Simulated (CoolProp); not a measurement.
Vapour-liquid equilibrium of isobutane (1) + isobutene (2) at -58.45 °C; x and y are mole fractions of (1).

Values from CoolProp's multi-fluid Helmholtz-energy mixture model, Bücker 2006 and Lemmon 2005; pair parameters Bell 2016.

### Question
Give the bubble pressure and the first vapour's composition at x = 0.2, 0.35, 0.65. Is there an azeotrope?

### Answer
x = 0.2: 0.008312 MPa, y = 0.261; x = 0.35: 0.008750 MPa, y = 0.425; x = 0.65: 0.009496 MPa, y = 0.706. No azeotrope shows between x = 0.05 and 0.95.

Pair parameters are fitted to limited data, so mixtures are less certain than the pure fluids.
